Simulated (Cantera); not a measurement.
An isothermal, constant-pressure homogeneous reactor starts with CO : O2 : H2O : N2 = 0.028 : 0.026 : 0.061 : 1 (molar parts), at 898 K and 1.30 bar. Integrator tolerance rtol = 1e-08.

Computed with Cantera and GRI-Mech 3.0 (53 species, 325 reactions).

Q: What does this change do: pressure from 1.30 bar to 4.50 bar?

A: 
| quantity | before | after |
|---|---|---|
| x(CO) at 10.0 s | 0.0163 (gas-phase equilibrium <1e-12) | 0.0141 (gas-phase equilibrium <1e-12) |
| x(O2) at 10.0 s | 0.0190 (gas-phase equilibrium 0.0109) | 0.0179 (gas-phase equilibrium 0.0109) |
| x(H2O) at 10.0 s | 0.0549 (gas-phase equilibrium 0.0554) | 0.0550 (gas-phase equilibrium 0.0554) |
| x(O) at 10.0 s | 2.35e-8 (gas-phase equilibrium <1e-12) | 2.46e-9 (gas-phase equilibrium <1e-12) |
| x(H2O2) at 10.0 s | 7.39e-6 (gas-phase equilibrium 4.35e-12) | 2.68e-6 (gas-phase equilibrium 8.09e-12) |
